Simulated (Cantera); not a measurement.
**Pyrogenic steam for wet oxidation**

An isothermal, constant-pressure homogeneous reactor starts with H2 : O2 : N2 = 0.34 : 2.2 : 6.2 (molar parts), at 823 K and 0.148 atm.

Cantera simulation using GRI-Mech 3.0 (53 species, 325 reactions); the numbers are that mechanism's predictions, not measurements. Below about 950 K walls govern HO2 and H2O2 in real vessels. The temperature is held fixed by assumption; the heat of reaction is taken as removed at once.

```csv
t (s),x H2,x O2,x NO2,x OH,x NO,x H2O2,x H
4.00e-5,0.0389,0.252,<1e-12,<1e-12,<1e-12,<1e-12,<1e-12
0.000168,0.0389,0.252,<1e-12,<1e-12,<1e-12,<1e-12,<1e-12
0.000709,0.0389,0.252,<1e-12,<1e-12,<1e-12,<1e-12,1.27e-12
0.00299,0.0389,0.252,<1e-12,2.53e-12,<1e-12,<1e-12,1.64e-11
0.0126,0.0389,0.252,<1e-12,9.93e-9,<1e-12,4.40e-10,6.30e-8
0.0529,0.0136,0.242,3.97e-10,1.41e-6,1.16e-9,2.11e-5,1.80e-6
0.223,0.0131,0.242,1.28e-9,3.98e-8,2.81e-10,6.43e-5,6.23e-8
0.938,0.0125,0.242,1.30e-9,3.85e-8,2.58e-10,0.000145,5.54e-8
3.95,0.0102,0.241,1.34e-9,3.83e-8,2.18e-10,0.000269,4.25e-8
16.6,0.00475,0.239,1.42e-9,3.40e-8,1.46e-10,0.000200,1.75e-8
70.0,0.000418,0.237,1.50e-9,2.18e-8,7.10e-11,1.66e-5,1.02e-9
```
x: mole fraction; the columns are a selection and need not sum to one.

Equilibrium at this temperature and pressure: H2 <1e-12, O2 0.237, NO2 2.98e-7, OH 1.80e-9, NO 3.01e-6, H2O2 1.35e-12, H <1e-12 (gas phase only).
